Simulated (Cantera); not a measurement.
A perfectly stirred reactor is fed with H2 : O2 : N2 = 1.9 : 1 : 1.2 (molar parts), equivalence ratio 0.95, at 0.350 bar; it is held at 1075 K, and followed from long to short residence time.

Detailed kinetics in Cantera: the H2/O2 subset of GRI-Mech 3.0, which has no nitrogen chemistry. The temperature is held fixed by assumption; the heat of reaction is taken as removed at once.

**Question.** Predict: x(H2) at τ = 19.0 s; x(O2) at τ = 19.0 s; x(H) at τ = 19.0 s; x(HO2) at τ = 19.0 s; x(O) at τ = 19.0 s; x(H2) at τ = 95.0 ms; x(O2) at τ = 95.0 ms; x(H) at τ = 95.0 ms; x(HO2) at τ = 95.0 ms; x(O) at τ = 95.0 ms.

**Answer.** 
| Property | Value |
|---|---|
| x(H2) at τ = 19.0 s | 0.00111 |
| x(O2) at τ = 19.0 s | 0.0164 |
| x(H) at τ = 19.0 s | 1.88e-6 |
| x(HO2) at τ = 19.0 s | 1.08e-5 |
| x(O) at τ = 19.0 s | 6.46e-7 |
| x(H2) at τ = 95.0 ms | 0.00861 |
| x(O2) at τ = 95.0 ms | 0.0201 |
| x(H) at τ = 95.0 ms | 0.000284 |
| x(HO2) at τ = 95.0 ms | 2.49e-5 |
| x(O) at τ = 95.0 ms | 6.44e-5 |
